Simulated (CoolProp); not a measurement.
Sulfur hexafluoride along the isotherm 309.3 K: Z from the reference equation and from simpler models built on Tc = 318.7 K, pc = 3.755 MPa, ω = 0.210; each cubic takes its own stable root.

Computed with CoolProp (reference Helmholtz-energy equation of state, Guder 2009).

```tsv
p (MPa)	phase	reference
0.0594	gas	0.9941
0.0896	gas	0.9911
0.135	gas	0.9866
0.204	gas	0.9796
0.308	gas	0.9690
0.464	gas	0.9527
0.7	gas	0.9273
1.06	gas	0.8862
1.59	gas	0.8192
2.4	gas	0.6913
3.62	liquid	0.1653
5.47	liquid	0.2326
8.25	liquid	0.3320
12.4	liquid	0.4749
18.8	liquid	0.6858
```

How far does each simpler model (van der Waals, Soave-Redlich-Kwong, Peng-Robinson) lie from the reference over these 15 states: mean and median of the absolute difference, and the worst?


- van der Waals: mean 14.7 %, median 1.8 %, worst +54.5 % at 309.3 K and 3.62 MPa
- Soave-Redlich-Kwong: mean 3.2 %, median 0.1 %, worst +18.1 % at 309.3 K and 3.62 MPa
- Peng-Robinson: mean 2.1 %, median 0.9 %, worst -7.7 % at 309.3 K and 18.8 MPa
